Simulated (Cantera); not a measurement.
A closed system holds: 1 mol B₂H₆, 0.5 mol O₂, at 0.260 bar.

Equilibrium computed with Cantera from the NASA thermochemical tables; the gas is ideal and each condensed phase is pure. Candidate condensed phases: B, B₂O₃, B₃O₃H₃, H₂O; 23 gas species. The feed counts by its element totals alone. Mutual solubility and eutectic melting of coexisting phases are not modelled. Equilibrium is a limit: real reactors are often held back by kinetics, nucleation or transport.

Task: At 1202 °C, list the 5 most abundant gas species with their mole fractions, and the condensed phases.

Result: H₂ 0.991, HBO 0.00530, B₃O₃H₃ 0.00348, B₂O₂ 0.000226, HBO₂ 0.000126. Condensed: B(s) + B₂O₃(l).
